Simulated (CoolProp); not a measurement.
The fluid at 293.15 K and 0.39 MPa is compressed adiabatically to 1.05 MPa with isentropic efficiency 0.8. The same conditions are run with several fluids, on thermodynamics alone (safety and materials aside).

Model: reference Helmholtz-energy equation of state of each fluid (R152A: Outcalt 1996; R410A: Lemmon 2003; C3F8 (R218): Lemmon 2006; chlorine: Thol 2021; ammonia: Gao 2020), in CoolProp. Blends and air are pseudo-pure fits.

Rank R152A, R410A, C3F8 (R218), chlorine, ammonia by work (kJ/kg), highest first.

ammonia (189), chlorine (45.4), R152A (42.9), R410A (41.6), C3F8 (R218) (14.1)

```json
[
 {"fluid": "R152A", "final temperature (K)": "343.0", "final density (kg/m³)": "28.5"},
 {"fluid": "R410A", "final temperature (K)": "348.3", "final density (kg/m³)": "28.6"},
 {"fluid": "C3F8 (R218)", "final temperature (K)": "318.9", "final density (kg/m³)": "94.6"},
 {"fluid": "chlorine", "final temperature (K)": "390.9", "final density (kg/m³)": "24.3"},
 {"fluid": "ammonia", "final temperature (K)": "382.6", "final density (kg/m³)": "5.88"}
]
```
